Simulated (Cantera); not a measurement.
Formation from one mole of O2

Standard-state values (1 bar) from the NASA 1993 polynomials, evaluated with Cantera. Values are per mole of reaction as written; species without (g) are pure solids or liquids, kept so even where they would boil at 1 bar.

0.6667 Cr + O2(g) = 0.6667 CrO3(g)

```
T (K)  ΔH° (kJ)  ΔS° (J/K)  ΔG° (kJ)  log10 K  condensed phases
-----  --------  ---------  --------  -------  ----------------
1825     -204.7      -52.6    -108.7     3.11             Cr(s)
1975     -207.2      -53.9    -100.7     2.66             Cr(s)
2125     -210.0      -55.3     -92.5     2.27             Cr(s)
2275     -225.2      -62.4     -83.2     1.91             Cr(l)
2425     -226.7      -63.0     -73.8     1.59             Cr(l)
2575     -228.2      -63.6     -64.3     1.30             Cr(l)
2725     -229.8      -64.2     -54.7     1.05             Cr(l)
2875     -231.4      -64.8     -45.1     0.82             Cr(l)
```

0.8 Ta + O2(g) = 0.4 Ta2O5

```tsv
T (K)	ΔH° (kJ)	ΔS° (J/K)	ΔG° (kJ)	log10 K	condensed phases
1825	-796.2	-157.8	-508.2	14.54	Ta(s), Ta2O5(s)
1975	-793.7	-156.5	-484.6	12.82	Ta(s), Ta2O5(s)
2125	-742.0	-131.4	-462.8	11.38	Ta(s), Ta2O5(l)
2275	-737.1	-129.1	-443.3	10.18	Ta(s), Ta2O5(l)
2425	-732.3	-127.1	-424.1	9.13	Ta(s), Ta2O5(l)
2575	-727.7	-125.3	-405.1	8.22	Ta(s), Ta2O5(l)
2725	-723.2	-123.6	-386.5	7.41	Ta(s), Ta2O5(l)
2875	-719.1	-122.1	-368.1	6.69	Ta(s), Ta2O5(l)
```

0.8 V + O2(g) = 0.4 V2O5

```
T (K)  ΔH° (kJ)  ΔS° (J/K)  ΔG° (kJ)  log10 K  condensed phases
-----  --------  ---------  --------  -------  ----------------
1825     -575.0     -126.8    -343.6     9.84     V(s), V2O5(l)
1975     -573.9     -126.2    -324.7     8.59     V(s), V2O5(l)
2125     -573.2     -125.8    -305.8     7.52     V(s), V2O5(l)
2275     -591.1     -134.0    -286.2     6.57     V(l), V2O5(l)
2425     -591.0     -134.0    -266.1     5.73     V(l), V2O5(l)
2575     -591.0     -134.0    -246.0     4.99     V(l), V2O5(l)
2725     -591.0     -134.0    -225.9     4.33     V(l), V2O5(l)
2875     -591.0     -134.0    -205.8     3.74     V(l), V2O5(l)
```

2 C + O2(g) = 2 CO(g)

| T (K) | ΔH° (kJ) | ΔS° (J/K) | ΔG° (kJ) | log10 K |
|---|---|---|---|---|
| 1825 | -235.2 | 168.5 | -542.7 | 15.53 |
| 1975 | -237.5 | 167.3 | -567.9 | 15.02 |
| 2125 | -239.8 | 166.2 | -592.9 | 14.57 |
| 2275 | -242.3 | 165.1 | -617.8 | 14.18 |
| 2425 | -244.8 | 164.0 | -642.5 | 13.84 |
| 2575 | -247.3 | 163.0 | -667.0 | 13.53 |
| 2725 | -250.0 | 162.0 | -691.4 | 13.25 |
| 2875 | -252.7 | 161.0 | -715.6 | 13.00 |
